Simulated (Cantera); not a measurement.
Charge: 1 mol SiH2Cl2, 1.3 mol N2, at 1423.15 K and 6.20e-5 bar.

Cantera equilibrium calculation (NASA polynomials, part measured and part estimated; ideal gas, pure solids and liquids). Candidate condensed phases: NH4Cl, Si, Si3N4; 28 gas species. N2 is the only nitrogen source here; it is nearly inert below about 1500 K, so the nitride shown seldom forms there in practice. The tables' values for SiCl3, SiCl are old estimates; treat these amounts as uncertain. Kinetics and transport are ignored.

Base state: N2 0.358, H2 0.233, SiCl2 0.229, HCl 0.176, SiCl3 0.00276, H 0.000408, Cl 0.000252, SiCl4 0.000131 (mole fractions); condensed: Si3N4(s).

**Question.** What changes in the equilibrium state with this change: temperature from 1423.15 K to 998 K?

**Answer.** 
```json
[
 {"species": "HCl", "before": "0.176", "after": "0.487"},
 {"species": "N2", "before": "0.358", "after": "0.295"},
 {"species": "H2", "before": "0.233", "after": "0.145"},
 {"species": "SiCl2", "before": "0.229", "after": "0.000241"},
 {"species": "SiCl4", "before": "0.000131", "after": "0.0719"},
 {"species": "SiCl", "before": "5.90e-5", "after": "<1e-9"},
 {"species": "Si", "before": "1.41e-5", "after": "<1e-9"},
 {"species": "H", "before": "0.000408", "after": "1.04e-7"},
 {"species": "Cl", "before": "0.000252", "after": "3.25e-7"},
 {"species": "SiHCl3", "before": "1.35e-5", "after": "0.000149"},
 {"species": "Si3N4(s), mol", "before": "0.0929", "after": "0.271"}
]
```
The tables' values for SiCl3 are old estimates; treat these amounts as uncertain.

**Question.** What changes in the equilibrium state with this change: temperature from 1423.15 K to 898.15 K?

**Answer.** 
```tsv
species	before	after
HCl	0.176	0.464
N2	0.358	0.299
H2	0.233	0.158
SiCl2	0.229	5.69e-6
SiCl4	0.000131	0.0787
H	0.000408	5.55e-9
SiCl	5.90e-5	<1e-9
Si3N4(s), mol	0.0929	0.266
```
The tables' values for SiCl3 are old estimates; treat these amounts as uncertain.

**Question.** What changes in the equilibrium state with this change: temperature from 1423.15 K to 925 K?

**Answer.** 
```tsv
species	before	after
HCl	0.176	0.471
N2	0.358	0.298
H2	0.233	0.154
SiCl2	0.229	1.69e-5
SiCl4	0.000131	0.0768
SiCl	5.90e-5	<1e-9
H	0.000408	1.30e-8
Si	1.41e-5	<1e-9
Si3N4(s), mol	0.0929	0.267
```
The tables' values for SiCl3 are old estimates; treat these amounts as uncertain.
